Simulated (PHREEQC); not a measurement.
Consider water at 82 °C with 0.04 mol/kgw H2SO4, 0.005 mol/kgw FeSO4 and 0.06 mol/kgw Na2SO4. Closed to the air; pH follows from the charge balance.

Computed with PHREEQC (ion-association model, phreeqc.dat).

Precipitation was switched off in this run.

Task: Order these S species by the share of S that they hold, largest first: SO4-2, HSO4-, FeHSO4+, FeSO4, NaSO4-.

Result: HSO4- (61 %), SO4-2 (30 %), NaSO4- (6.4 %), FeSO4 (2.2 %), FeHSO4+ (0.48 %)

The pH is 1.90 and the ionic strength 0.168 mol/kgw. Constants without temperature data keep their 25 °C values here.
